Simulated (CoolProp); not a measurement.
Saturated liquid density (kg/m³) of diethyl ether: the reference equation beside estimates from Tc = 467.9 K, pc = 3.717 MPa, ω = 0.282. Rackett uses Z = 0.29056 − 0.08775 ω.

Model: reference Helmholtz-energy equation of state, Thol 2014, in CoolProp.

```
T (K)  reference  Rackett  van der Waals  Redlich-Kwong  Peng-Robinson
-----  ---------  -------  -------------  -------------  -------------
289.2      718.0    728.8          431.1          633.2          741.1
305.3      699.5    709.5          420.3          614.4          722.5
321.4      680.0    689.4          408.8          594.2          702.0
337.6      659.4    668.1          396.5          572.3          679.2
353.7      637.7    645.8          383.4          548.9          654.1
369.8      614.4    622.0          369.2          523.4          626.0
385.9      589.0    596.2          353.7          495.5          594.2
402        561.0    567.8          336.5          464.5          557.7
418.1      529.1    535.7          317.0          429.4          515.0
```

Absolute difference from the reference over all 9 rows, mean and median: Rackett 1.3 and 1.3 %, van der Waals 39.9 and 39.9 %, Redlich-Kwong 14.5 and 13.9 %, Peng-Robinson 2.4 and 2.7 %.
